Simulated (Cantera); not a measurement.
Mixture: 12.3 % CH4, 2.21 % C2H6, 18.0 % O2, 67.5 % N2, at 5330 Torr, adiabatic and at constant volume. Ignition delay is the time to a rise of 400 K.

Computed with Cantera and GRI-Mech 3.0 (53 species, 325 reactions).

Problem. Predict: delay at 1273 K; delay at 1348 K; delay at 1423 K; delay at 1498 K; delay at 1573 K; delay at 1648 K; apparent activation energy between 1498 and 1648 K.

Solution. 
| Quantity | Result |
|---|---|
| delay at 1273 K | 0.356 ms |
| delay at 1348 K | 0.171 ms |
| delay at 1423 K | 89.2 µs |
| delay at 1498 K | 48.7 µs |
| delay at 1573 K | 27.5 µs |
| delay at 1648 K | 16.1 µs |
| apparent activation energy between 1498 and 1648 K | 150 kJ/mol |
